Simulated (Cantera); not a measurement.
A closed system holds: 1 mol SiH₄, 1 mol HCl, a varied amount of H₂, 0.27 mol C₃H₈, equilibrated at 2075 °C and 13.3 mbar.

Method: chemical equilibrium by Gibbs-energy minimisation in Cantera with the NASA 1993 tables (ideal gas, pure condensed phases). Candidate condensed phases: C, C₆H₆, C₇H₈, C₈H₁₈, Si, SiC; 109 gas species. Gases not in the tables: Si₂H₆ and higher silanes. Kinetics and transport are ignored.

**Question.** What share of the Si ends up in condensed phases as a function of n(H₂) (mol), at 8.6, 16, 22, 29, 36, 43, 50?

**Answer.** 
| n(H₂) (mol) | Si condensed (%) | as |
|---|---|---|
| 8.6 | 61.0 | SiC(s) |
| 16 | 44.8 | SiC(s) |
| 22 | 29.3 | SiC(s) |
| 29 | 11.2 | SiC(s) |
| 36 | 0.0 | - |
| 43 | 0.0 | - |
| 50 | 0.0 | - |
